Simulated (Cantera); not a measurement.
Input: 1 mol Fe3O4, 15 mol CO, 0.84 mol H2, held at 900 K.

Cantera equilibrium calculation (NASA polynomials, part measured and part estimated; ideal gas, pure solids and liquids). Candidate condensed phases: C, C6H6, C7H8, C8H18, Fe, Fe(CO)5, FeO, Fe(OH)2, Fe(OH)3, Fe2O3, Fe3O4, H2O; 114 gas species. The tables' stoichiometric FeO is somewhat more stable than real wüstite, so its field is too wide. FeO: taken at fixed stoichiometry. Kinetics and transport are ignored.

At 0.560 bar, list the 4 most abundant gas species with their mole fractions, and the condensed phases.

CO2 0.517, CO 0.407, H2 0.0491, H2O 0.0271. Condensed: C(graphite) + FeO(s).
